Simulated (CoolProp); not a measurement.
A closed Brayton cycle with carbon dioxide: compressor inlet 324.15 K and 10 MPa, high pressure 21.4 MPa, turbine inlet 775 K, compressor efficiency 0.8, turbine efficiency 0.9, recuperator effectiveness 0.95 (on enthalpy, no pinch check). Each further row changes one setting.

Values from CoolProp's reference Helmholtz-energy equation of state, Span 1996.

```
case                           thermal efficiency (%)  net work (kJ/kg)  compressor to turbine work  compressor exit (K)  turbine exit (K)
-----------------------------  ----------------------  ----------------  --------------------------  -------------------  ----------------
as stated                                        32.0              63.5                        0.33                374.1             686.1
turbine inlet 725 K                              29.9              56.3                        0.36                374.1             639.3
compressor inlet 334.15 K                         [?]              55.8                        0.41                395.6             686.1
high pressure 18.2 MPa                           30.4              52.2                         [?]                363.3             704.7
recuperator effectiveness 0.5                     [?]              63.5                        0.33                374.1             686.1
```

### Question
Some entries are withheld; supply them.

### Answer

- compressor inlet 334.15 K, thermal efficiency (%): 30.8
- high pressure 18.2 MPa, compressor to turbine work: 0.31
- recuperator effectiveness 0.5, thermal efficiency (%): 17.3
